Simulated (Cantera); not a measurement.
Charge: 1 mol AlN, 0.063 mol N2, held at 133 Pa.

These are equilibrium values from Cantera (NASA tables, ideal gas, pure condensed phases), not measurements of a reactor. Candidate condensed phases: Al, AlN; 5 gas species. Kinetics and transport are ignored. All values below are at 2225 K.

Base state: Al 0.640, N2 0.360, Al2 5.80e-5 (mole fractions); condensed: gas only.

Question: What changes in the equilibrium state with this change: pressure from 133 Pa to 101000 Pa?

Answer: 
| species | before | after |
|---|---|---|
| N2 | 0.360 | 0.999 |
| Al | 0.640 | 0.000925 |
| Al2 | 5.80e-5 | 9.21e-8 |
| AlN(s), mol | 0 | 1.000 |
